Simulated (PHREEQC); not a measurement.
Dissolve 0.01 mol/kgw H2SO4, 0.0036 mol/kgw K2SO4 and 0.19 mol/kgw KH2PO4 at 5 °C. Closed to the air; pH follows from the charge balance.

Model: ion-association model, phreeqc.dat, run in PHREEQC.

Each row changes one thing in this solution. No solid was allowed to form.

```
case                                             pH  ionic strength (mol/kgw)  H2PO4- (mol/kgw)  H3PO4 (mol/kgw)  SO4-2 (mol/kgw)  KSO4- (mol/kgw)
---------------------------------------------  ----  ------------------------  ----------------  ---------------  ---------------  ---------------
as made                                        2.89                     0.206             0.172           0.0181           0.0104          0.00280
KH2PO4 from 0.19 to 0.038 mol/kgw              2.30                    0.0608            0.0259           0.0121           0.0107         0.000996
temperature from 5 to 70 °C                    3.18                     0.201             0.171           0.0186          0.00781          0.00522
K2SO4 replaced by K2SiO3 at the same molality  3.10                     0.204             0.178           0.0117          0.00775          0.00209
K2SO4 from 0.0036 to 0.00396 mol/kgw           2.89                     0.207             0.172           0.0181           0.0107          0.00288
diluted 2-fold with water                      2.95                     0.105            0.0865          0.00847          0.00563         0.000973
H2SO4 replaced by NaHSO4 at the same molality  3.21                     0.216             0.181          0.00910           0.0105          0.00277
```

Some of these states are supersaturated (in SiO2(a), Quartz (slow to form), for instance). Constants without temperature data keep their 25 °C values here.
